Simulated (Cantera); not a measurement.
Input: 1 mol B, 11 mol H2, 1.3 mol H2O, held at 100 Torr.

Cantera equilibrium calculation (NASA polynomials, part measured and part estimated; ideal gas, pure solids and liquids). Candidate condensed phases: B, B2O3, B3O3H3, H2O; 23 gas species. The numbers say what is thermodynamically allowed, not how fast it happens.

### Question
At 1627 °C, list the 6 most abundant gas species with their mole fractions, and the condensed phases.

### Answer
H2 0.933, HBO 0.0355, HBO2 0.0118, B2O3 0.0104, B2O2 0.00431, H 0.00210. Condensed: gas only.
